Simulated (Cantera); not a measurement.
## Moist CO burnout

A perfectly stirred reactor is fed with CO : O₂ : H₂O : N₂ = 0.0084 : 0.082 : 0.00041 : 1 (molar parts), at 0.503 atm; it is held at 1225 K, and followed from long to short residence time.

Detailed kinetics in Cantera: GRI-Mech 3.0 (53 species, 325 reactions).

```
τ (s)        x CO    x O₂     x H₂O     x NO      x H₂     x NO₂
-------  --------  ------  --------  -------  --------  --------
9.4      0.000103  0.0716  0.000374  2.44e-6   4.84e-8   3.14e-8
2.9      0.000226  0.0717  0.000373  1.71e-6   1.15e-7   1.81e-8
0.89     0.000492  0.0718  0.000371  1.10e-6   2.65e-7   9.35e-9
0.28      0.00102  0.0720  0.000367  6.60e-7   5.66e-7   4.50e-9
0.085     0.00207  0.0724  0.000362  3.49e-7   1.11e-6   1.93e-9
0.026     0.00377  0.0731  0.000356  1.50e-7   1.77e-6  7.05e-10
0.0081    0.00579  0.0740  0.000355  3.69e-8   1.92e-6  1.65e-10
0.0025    0.00734  0.0749  0.000367  1.14e-9   6.41e-7  6.31e-12
0.00077   0.00770  0.0752  0.000376   <1e-12  2.99e-12    <1e-12
```
x: mole fraction; the columns are a selection and need not sum to one.
